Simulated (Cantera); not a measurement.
Charge: 1 mol MgO, 2.1 mol C, 19 mol H2, equilibrated at 1302 °C and 1.33 mbar.

Method: chemical equilibrium by Gibbs-energy minimisation in Cantera with the NASA 1993 tables (ideal gas, pure condensed phases). Candidate condensed phases: C, C6H6, C7H8, C8H18, H2O, Mg, MgCO3, MgO, Mg(OH)2; 116 gas species. The tables' values for MgH are old estimates; treat these amounts as uncertain. Kinetics and transport are ignored.

Base state: H2 0.904, CO 0.0476, Mg 0.0476, H 0.00108, C2H2 (acetylene) 1.91e-5, MgH 1.84e-5 (mole fractions); condensed: C(graphite).

**Question.** What changes in the equilibrium state with this change: temperature from 1302 °C to 2200 °C?

**Answer.** 
| species | before | after |
|---|---|---|
| H2 | 0.904 | 0.492 |
| H | 0.00108 | 0.428 |
| CO | 0.0476 | 0.0374 |
| Mg | 0.0476 | 0.0374 |
| C2H | <1e-9 | 0.000280 |
| C3 | <1e-9 | 0.000244 |
| C | <1e-9 | 8.58e-5 |
| C(graphite), mol | 1.10 | 0.806 |
